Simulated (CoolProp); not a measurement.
Saturation properties of p-xylene (Tc = 616.2 K, pc = 3532 kPa, ω = 0.324).

Values from CoolProp's reference Helmholtz-energy equation of state, Zhou 2012.

| T (K) | p (kPa) | vapour density (kg/m³) | enthalpy of vaporisation (kJ/kg) | liquid cp (kJ/(kg K)) | surface tension (mN/m) | vapour viscosity (µPa s) |
|---|---|---|---|---|---|---|
| 448.8 | 249.9 | 7.788 | 311.8 | 2.258 | 12.8 | 9.44 |
| 454 | 279.7 | 8.680 | 308.1 | 2.279 | 12.3 | 9.54 |
| 459.3 | 312.7 | 9.671 | 304.3 | 2.300 | 11.8 | 9.65 |
| 464.5 | 347.9 | 10.73 | 300.4 | 2.322 | 11.4 | 9.76 |
| 469.7 | 386.0 | 11.88 | 296.5 | 2.344 | 10.9 | 9.87 |
| 475 | 428.1 | 13.16 | 292.4 | 2.367 | 10.4 | 9.98 |
| 480.2 | 472.7 | 14.51 | 288.2 | 2.390 | 9.95 | 10.1 |
| 485.4 | 520.8 | 15.99 | 284.0 | 2.413 | 9.49 | 10.2 |
| 490.7 | 573.5 | 17.62 | 279.5 | 2.438 | 9.02 | 10.3 |
| 495.9 | 629.0 | 19.35 | 275.0 | 2.463 | 8.57 | 10.5 |

It boils at 411.5 K under 1 atm.

Viscosity comes from a separate model (Balogun 2015). Surface tension comes from a separate correlation (Mulero 2014).
